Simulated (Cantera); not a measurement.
An isothermal, constant-pressure homogeneous reactor starts with N₂O : H₂O = 1 : 0.017 (molar parts), at 1550 K and 10.00 Torr. Integrator tolerance rtol = 1e-08.

Cantera simulation using GRI-Mech 3.0 (53 species, 325 reactions); the numbers are that mechanism's predictions, not measurements. GRI-Mech 3.0 was tuned for natural gas; its chemistry of N2O as a main component is partial and can be far from experiment. Radical loss at walls, strong at low pressure, is not modelled. The temperature is held fixed by assumption; the heat of reaction is taken as removed at once.

Question: What does this change do: temperature 1550 to 1100 K?

Answer: 
```tsv
quantity	before	after
x(N₂O) at 200 s	5.37e-6 (gas-phase equilibrium 1.14e-8)	0.716 (gas-phase equilibrium 7.77e-10)
x(H₂O) at 200 s	0.0111 (gas-phase equilibrium 0.0111)	0.0152 (gas-phase equilibrium 0.0112)
x(H) at 200 s	2.33e-7 (gas-phase equilibrium 2.15e-7)	1.67e-10 (gas-phase equilibrium 3.38e-12)
x(NO) at 200 s	0.151 (gas-phase equilibrium 0.00178)	0.0103 (gas-phase equilibrium 9.79e-5)
x(NO₂) at 200 s	8.76e-5 (gas-phase equilibrium 1.19e-6)	0.000288 (gas-phase equilibrium 4.04e-7)
x(H₂) at 200 s	7.04e-7 (gas-phase equilibrium 6.12e-7)	2.79e-9 (gas-phase equilibrium 2.24e-10)
```
The mechanism lacks the step 2 NO + O2 → 2 NO2, which can matter for NO2 below about 1400 K.
